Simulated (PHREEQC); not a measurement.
PHREEQC input (ion-association model, phreeqc.dat):

```
SOLUTION 0
  temp 40
  units mmol/kgw
  pH 7 charge
  Cl 73.01
  Li 73
  O(0) 1 O2(g) -0.68
SOLUTION 1-30
  temp 40
  units mmol/kgw
  pH 7 charge
  S(6) 38
  Na 76
  Br 45
  K 45
  Cl 0.01
  O(0) 1 O2(g) -0.68
END
EXCHANGE 1-30
  X 0.2
  -equilibrate 1
END
SELECTED_OUTPUT 1
  -reset false
  -pH true
  -pe true
  -ionic_strength true
  -water true
  -step true
  -totals Br Cl K Li Na S S(-2) S(6)
  -molalities KX NaX LiX
  -saturation_indices Halite Sylvite
PRINT
  -reset false
TRANSPORT
  -cells 30
  -shifts 240
  -lengths 0.00666667
  -time_step 3600
  -dispersivities 0.016
  -boundary_conditions flux flux
  -correct_disp true
  -punch_cells 30
  -punch_frequency 8
END
```

Selected output (columns that matter, 22 of 31 rows; pore volumes added in front):

```
pore volumes	pH	mu	Br	Cl	K	Li	Na	S	m_KX	m_NaX	m_LiX	si_Halite	si_Sylvite
0	5.4797	0.14422	0.045	1e-05	0.045	0	0.076	0.038	0.14524	0.054759	0	-7.9773	-7.6238
0.2833	5.4795	0.14419	0.04498	4.2863e-05	0.044992	5.9584e-08	0.075987	0.037983	0.14524	0.054759	3.7044e-08	-7.3453	-6.9917
0.8167	5.3852	0.11838	0.028332	0.027049	0.037953	0.0022341	0.063034	0.023925	0.14505	0.053324	0.0016258	-4.6044	-4.2373
1.0833	5.2826	0.098158	0.015539	0.047803	0.032215	0.0067449	0.050614	0.013121	0.14446	0.049837	0.0056982	-4.4321	-4.0353
1.6167	5.1354	0.078554	0.0033764	0.067533	0.025528	0.019363	0.031711	0.0028512	0.14172	0.038287	0.019997	-4.4617	-3.9567
1.8833	5.1043	0.075417	0.001459	0.070643	0.023657	0.025925	0.024974	0.001232	0.1396	0.031998	0.028398	-4.5417	-3.9649
2.4167	5.083	0.073435	0.0002557	0.072595	0.020849	0.037226	0.015198	0.00021593	0.13432	0.021233	0.044449	-4.7428	-4.0045
2.6833	5.0802	0.073185	0.00010527	0.072839	0.019651	0.041685	0.011776	8.8894e-05	0.13132	0.017064	0.051619	-4.8518	-4.0283
2.95	5.0791	0.073082	4.3081e-05	0.07294	0.018537	0.045399	0.00911	3.6379e-05	0.12817	0.013658	0.058167	-4.9626	-4.0529
3.4833	5.0784	0.073022	7.1425e-06	0.072998	0.016525	0.051025	0.0054581	6.0314e-06	0.12167	0.0087135	0.069612	-5.1846	-4.1023
3.75	5.0783	0.073015	2.9e-06	0.073005	0.015618	0.05315	0.0042354	2.4489e-06	0.11839	0.0069609	0.074649	-5.2947	-4.1268
4.2833	5.0783	0.073011	4.7673e-07	0.073009	0.013984	0.056447	0.0025694	4.0257e-07	0.11187	0.0044568	0.083671	-5.5117	-4.1748
4.55	5.0783	0.07301	1.9314e-07	0.07301	0.013248	0.057743	0.0020095	1.6309e-07	0.10867	0.0035737	0.087757	-5.6185	-4.1982
5.0833	5.0783	0.07301	3.1674e-08	0.07301	0.01192	0.059841	0.0012394	2.6747e-08	0.10242	0.0023089	0.09527	-5.8284	-4.2441
5.35	5.0783	0.07301	1.2824e-08	0.07301	0.01132	0.060703	0.00097725	1.0829e-08	0.099388	0.0018603	0.098752	-5.9316	-4.2666
5.6167	5.0783	0.07301	5.1917e-09	0.07301	0.010758	0.06147	0.00077255	4.3841e-09	0.096419	0.0015013	0.10208	-6.0336	-4.2887
6.15	5.0783	0.07301	8.5079e-10	0.07301	0.009736	0.062778	0.0004863	7.1845e-10	0.090682	0.00098202	0.10834	-6.2347	-4.332
6.4167	5.0783	0.07301	3.444e-10	0.07301	0.009271	0.063342	0.00038712	2.9082e-10	0.087914	0.00079591	0.11129	-6.3337	-4.3533
6.95	5.0783	0.07301	5.6431e-11	0.07301	0.008421	0.064332	0.00024683	4.7653e-11	0.082583	0.00052482	0.11689	-6.5292	-4.395
7.2167	5.0783	0.07301	2.2842e-11	0.07301	0.008032	0.06477	0.00019765	1.9289e-11	0.080018	0.00042692	0.11956	-6.6257	-4.4156
7.75	5.0783	0.07301	3.7426e-12	0.07301	0.0073172	0.065555	0.00012738	3.1605e-12	0.075083	0.0002834	0.12463	-6.8164	-4.456
8.0167	5.0783	0.07301	1.5149e-12	0.07301	0.0069884	0.065909	0.0001025	1.2793e-12	0.072711	0.00023123	0.12706	-6.9108	-4.476
```

Species that the database lacks are ignored. Away from 25 °C the constants follow the database's enthalpies or fits; those with neither stay at their 25 °C values.
